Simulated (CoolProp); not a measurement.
n-perfluorohexane along the isobar 650 kPa: Z from the reference equation and from simpler models built on Tc = 448.0 K, pc = 1742 kPa, ω = 0.497; each cubic takes its own stable root.

Values from CoolProp's reference Helmholtz-energy equation of state, Gao 2022.

```csv
T (K),phase,reference
215.7,liquid,0.06422
240.2,liquid,0.05979
264.8,liquid,0.05630
289.3,liquid,0.05360
313.8,liquid,0.05158
338.3,liquid,0.05020
362.8,liquid,0.04953
387.3,liquid,0.04988
411.8,gas,0.7869
436.3,gas,0.8364
```

Q: How far does each simpler model (Redlich-Kwong, Peng-Robinson) lie from the reference over these 10 states: mean and median of the absolute difference, and the worst?

A: 
- Redlich-Kwong: mean 160.8 %, median 22.6 %, worst +1434.5 % at 387.3 K and 650 kPa
- Peng-Robinson: mean 2.9 %, median 2.5 %, worst +6.5 % at 387.3 K and 650 kPa

At some of these states Redlich-Kwong gives the other phase, because its saturation line lies elsewhere.
